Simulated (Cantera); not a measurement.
A Cantera script and what it prints.

```python
import numpy as np
import cantera as ct

gas_names = [...]  # 131 gases of nasa_gas.yaml made of C, H, O
cond_names = """
    C(gr) C6H6(L) C7H8(L) C8H18(L),n-octa H2O(s) H2O(L)
""".split()


# ... load() reads the species with a 1 bar reference pressure and builds the phases ...
atoms = {
    'C': {'C': 1},
    'H2O': {'H': 2, 'O': 1},
    'H2': {'H': 2},
}
top_T = {'C(gr)': 4500}  # K; cautious upper limits of use, not melting points


# ... equilibrate(T, P, feed) seeds the gas with the atoms and calls Mixture.equilibrate('TP', solver="vcs", rtol=1e-11, max_steps=5000) ...
results = []
feed = {'C': 1, 'H2O': 0.025, 'H2': 7.2}  # mol
P = 4000000  # Pa
for T in [2000, 2500, 3000, 3500, 4000, 4500, 5000]:
    mix = equilibrate(T, P, feed)
    results.append((T, P, feed, dict(zip(mix.species_names, mix.species_moles))))
    x = sorted(zip(gas.X, gas.species_names), reverse=True)
    print(f"T = {T:g} K  P = {P:g} Pa  gas = {mix.phase_moles(0):.4g} mol")
    print("   x: " + "  ".join(f"{s} {v:.3e}" for v, s in x if v > 0.001))
    print("   condensed (mol): " + ("  ".join(f"{mix.phase(i).name} {mix.phase_moles(i):.4g}"
          for i in range(1, mix.n_phases) if mix.phase_moles(i) > 1e-12) or "none"))
```

It prints:

```
T = 2000 K  P = 4e+06 Pa  gas = 7.133 mol
   x: H2 9.789e-01  CH4 1.627e-02  CO 3.489e-03
   condensed (mol): C(gr) 0.8448
T = 2500 K  P = 4e+06 Pa  gas = 7.219 mol
   x: H2 9.755e-01  C2H2,acetylene 1.055e-02  CH4 5.711e-03  H 3.926e-03  CO 3.460e-03
   condensed (mol): C(gr) 0.7716
T = 3000 K  P = 4e+06 Pa  gas = 7.311 mol
   x: H2 9.098e-01  C2H2,acetylene 5.660e-02  H 2.381e-02  CO 3.418e-03  CH4 2.583e-03  C4H2 1.469e-03  CH3 1.071e-03
   condensed (mol): C(gr) 0.05727
T = 3500 K  P = 4e+06 Pa  gas = 7.571 mol
   x: H2 8.471e-01  H 8.593e-02  C2H2,acetylene 5.685e-02  CO 3.300e-03  C2H 1.816e-03  C4H2 1.589e-03  CH3 1.132e-03
   condensed (mol): none
T = 4000 K  P = 4e+06 Pa  gas = 8.16 mol
   x: H2 7.232e-01  H 2.143e-01  C2H2,acetylene 4.624e-02  C2H 6.698e-03  CO 3.061e-03  C4H2 1.219e-03
   condensed (mol): none
T = 4500 K  P = 4e+06 Pa  gas = 9.252 mol
   x: H2 5.411e-01  H 4.022e-01  C2H2,acetylene 2.730e-02  C2H 1.379e-02  C 3.534e-03  C3 2.773e-03  CO 2.699e-03  C2 1.719e-03  CH 1.436e-03  CH2 1.151e-03
   condensed (mol): none
T = 5000 K  P = 4e+06 Pa  gas = 10.82 mol
   x: H 5.990e-01  H2 3.470e-01  C2H 1.493e-02  C 1.315e-02  C2H2,acetylene 9.879e-03  C2 4.609e-03  C3 3.938e-03  CH 3.089e-03  CO 2.306e-03  CH2 1.094e-03
   condensed (mol): none
```

These are equilibrium values from Cantera (NASA tables, ideal gas, pure condensed phases), not measurements of a reactor. The ideal-gas law is rough above about 30 bar.
